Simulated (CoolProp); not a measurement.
Vapour-liquid equilibrium of m-xylene (1) + n-nonane (2) at 261 kPa; x and y are mole fractions of (1).

Values from CoolProp's multi-fluid Helmholtz-energy mixture model, Zhou 2012 and Lemmon 2006; pair parameters Bell 2016.

| x | bubble temperature, mixture model (K) | bubble temperature, Raoult's law (K) | y, mixture model | y, Raoult's law |
|---|---|---|---|---|
| 0.05 | 462.2 | 463.0 | 0.075 | 0.064 |
| 0.125 | 460.3 | 462.0 | 0.176 | 0.157 |
| 0.2 | 458.7 | 461.0 | 0.267 | 0.245 |
| 0.275 | 457.2 | 460.0 | 0.350 | 0.330 |
| 0.35 | 456.0 | 459.0 | 0.425 | 0.412 |
| 0.425 | 454.9 | 458.1 | 0.495 | 0.491 |
| 0.5 | 454.0 | 457.2 | 0.562 | 0.566 |
| 0.575 | 453.2 | 456.2 | 0.626 | 0.639 |
| 0.65 | 452.6 | 455.3 | 0.688 | 0.708 |
| 0.725 | 452.1 | 454.5 | 0.751 | 0.775 |
| 0.8 | 451.7 | 453.6 | 0.814 | 0.840 |
| 0.875 | 451.4 | 452.8 | 0.880 | 0.902 |
| 0.95 | 451.3 | 451.9 | 0.950 | 0.961 |

The largest gap from Raoult's law is -3.2 K in bubble temperature, at x = 0.425. No azeotrope shows between x = 0.05 and 0.95.

Pair parameters are fitted to limited data, so mixtures are less certain than the pure fluids.
